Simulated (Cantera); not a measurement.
N2O furnace oxynitridation

An isothermal, constant-pressure homogeneous reactor starts with N2O : O2 = 1 : 1 (molar parts), at 1225 K and 0.987 atm.

Detailed kinetics in Cantera: GRI-Mech 3.0 (53 species, 325 reactions). GRI-Mech 3.0 was tuned for natural gas; its chemistry of N2O as a main component is partial and can be far from experiment. The mechanism lacks the step 2 NO + O2 → 2 NO2, which can matter for NO2 below about 1400 K. The temperature is held fixed by assumption; the heat of reaction is taken as removed at once.

```json
[
 {"t (s)": "3.00e-5", "x N2O": "0.500", "x O2": "0.500", "x NO2": "1.23e-11", "x N2": "1.10e-5", "x NO": "1.06e-6", "x O": "2.37e-6"},
 {"t (s)": "7.44e-5", "x N2O": "0.500", "x O2": "0.500", "x NO2": "1.26e-10", "x N2": "3.02e-5", "x NO": "3.39e-6", "x O": "2.52e-6"},
 {"t (s)": "0.000185", "x N2O": "0.500", "x O2": "0.500", "x NO2": "9.37e-10", "x N2": "7.83e-5", "x NO": "9.26e-6", "x O": "2.53e-6"},
 {"t (s)": "0.000458", "x N2O": "0.500", "x O2": "0.500", "x NO2": "6.14e-9", "x N2": "0.000197", "x NO": "2.38e-5", "x O": "2.53e-6"},
 {"t (s)": "0.00114", "x N2O": "0.499", "x O2": "0.500", "x NO2": "3.79e-8", "x N2": "0.000493", "x NO": "5.99e-5", "x O": "2.53e-6"},
 {"t (s)": "0.00282", "x N2O": "0.498", "x O2": "0.500", "x NO2": "2.22e-7", "x N2": "0.00122", "x NO": "0.000149", "x O": "2.53e-6"},
 {"t (s)": "0.00698", "x N2O": "0.496", "x O2": "0.501", "x NO2": "1.19e-6", "x N2": "0.00303", "x NO": "0.000369", "x O": "2.52e-6"},
 {"t (s)": "0.0173", "x N2O": "0.490", "x O2": "0.502", "x NO2": "5.39e-6", "x N2": "0.00745", "x NO": "0.000904", "x O": "2.51e-6"},
 {"t (s)": "0.0430", "x N2O": "0.476", "x O2": "0.504", "x NO2": "1.88e-5", "x N2": "0.0181", "x NO": "0.00219", "x O": "2.48e-6"},
 {"t (s)": "0.107", "x N2O": "0.443", "x O2": "0.509", "x NO2": "5.10e-5", "x N2": "0.0428", "x NO": "0.00511", "x O": "2.40e-6"},
 {"t (s)": "0.264", "x N2O": "0.375", "x O2": "0.519", "x NO2": "0.000117", "x N2": "0.0946", "x NO": "0.0111", "x O": "2.21e-6"},
 {"t (s)": "0.655", "x N2O": "0.257", "x O2": "0.538", "x NO2": "0.000223", "x N2": "0.184", "x NO": "0.0205", "x O": "1.82e-6"},
 {"t (s)": "1.63", "x N2O": "0.119", "x O2": "0.561", "x NO2": "0.000332", "x N2": "0.290", "x NO": "0.0296", "x O": "1.14e-6"},
 {"t (s)": "4.03", "x N2O": "0.0276", "x O2": "0.578", "x NO2": "0.000405", "x N2": "0.361", "x NO": "0.0330", "x O": "3.81e-7"},
 {"t (s)": "10.0", "x N2O": "0.00147", "x O2": "0.583", "x NO2": "0.000668", "x N2": "0.382", "x NO": "0.0327", "x O": "5.05e-8"}
]
```
x: mole fraction; the columns are a selection and need not sum to one.

Equilibrium at this temperature and pressure: N2O 1.40e-8, O2 0.600, NO2 7.22e-6, N2 0.400, NO 0.000285, O 3.28e-8 (gas phase only).
